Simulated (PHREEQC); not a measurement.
Make-up at 10 °C: 0.0012 mol CaSO4, 0.00015 mol CO2 and 0.29 mol MgSO4 per kg of water. Closed to the air; pH follows from the charge balance.

The numbers come from PHREEQC with the ion-association model, phreeqc.dat.

```json
{
  "pH": "5.29",
  "ionic_strength": "0.542 mol/kgw",
  "activity_of_water": "0.993",
  "specific_conductance": "12300 µS/cm",
  "density": "1.035 g/cm³"
}
```

```json
[
 {"species": "MgSO4", "molality": "0.155", "activity": "0.176", "log γ": "0.054"},
 {"species": "SO4-2", "molality": "0.136", "activity": "0.0278", "log γ": "-0.688"},
 {"species": "Mg+2", "molality": "0.135", "activity": "0.0405", "log γ": "-0.523"},
 {"species": "CaSO4", "molality": "0.000608", "activity": "0.000689", "log γ": "0.054"},
 {"species": "Ca+2", "molality": "0.000592", "activity": "0.000157", "log γ": "-0.577"},
 {"species": "CO2", "molality": "0.000129", "activity": "0.000147", "log γ": "0.054"}
]
```

No solid was allowed to form. At this temperature some constants are extrapolated from 25 °C, and those without enthalpy data are left unchanged.
